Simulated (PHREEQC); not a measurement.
A solution holds 3 mol KOH, 0.064 mol Na2B4O7 and 5.7e-05 mol H4SiO4 per kg of water, at 25 °C. It is in equilibrium with CO2 at log p = -3.5 (atm). Otherwise closed; pH follows from the charge balance.

Equilibrium calculation in PHREEQC: Pitzer model, pitzer.dat.

```yaml
pH: 10.44
ionic_strength: 4.46 mol/kgw
activity_of_water: 0.927
density: 1.169 g/cm³
osmotic_coefficient: 0.847
total_alkalinity: 3130 meq/kg
```

| species | molality | activity | log γ |
|---|---|---|---|
| K+ | 3.00 | 1.36 | -0.343 |
| CO3-2 | 1.32 | 0.159 | -0.920 |
| HCO3- | 0.264 | 0.126 | -0.322 |
| B(OH)4- | 0.194 | 0.102 | -0.281 |
| Na+ | 0.128 | 0.0394 | -0.512 |
| B(OH)3 | 0.0163 | 0.00688 | -0.376 |
| B4O5(OH)4-2 | 0.00992 | 0.000157 | -1.799 |
| B3O3(OH)4- | 0.00191 | 0.000310 | -0.789 |

Precipitation was switched off in this run. In brines, pH and single-ion activities rest on the MacInnes convention.
